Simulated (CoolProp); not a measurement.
Properties of toluene along the isobar 1870 kPa.

Computed with CoolProp (reference Helmholtz-energy equation of state, Lemmon 2006). It is a short technical equation, of lower accuracy than the large ones.

| T (K) | phase | Z | cv (kJ/(kg K)) |
|---|---|---|---|
| 518.3 | liquid | 0.06548 | 1.942 |
| 526.8 | liquid | 0.06620 | 1.968 |
| 535.2 | gas | ? | 1.977 |
| 543.7 | gas | 0.7217 | 1.987 |
| 552.2 | gas | ? | 2.000 |
| 560.7 | gas | 0.7607 | 2.014 |
| 569.1 | gas | 0.7765 | 2.030 |
| 577.6 | gas | 0.7908 | 2.046 |
| 586.1 | gas | 0.8036 | 2.063 |
| 594.6 | gas | ? | 2.080 |
| 603 | gas | 0.8257 | 2.097 |
| 611.5 | gas | 0.8354 | 2.115 |
| 620 | gas | 0.8444 | ? |

**Question.** Fill in the missing entries.

**Answer.** 
- 535.2, Z: 0.6972
- 552.2, Z: 0.7425
- 594.6, Z: 0.8152
- 620, cv (kJ/(kg K)): 2.132
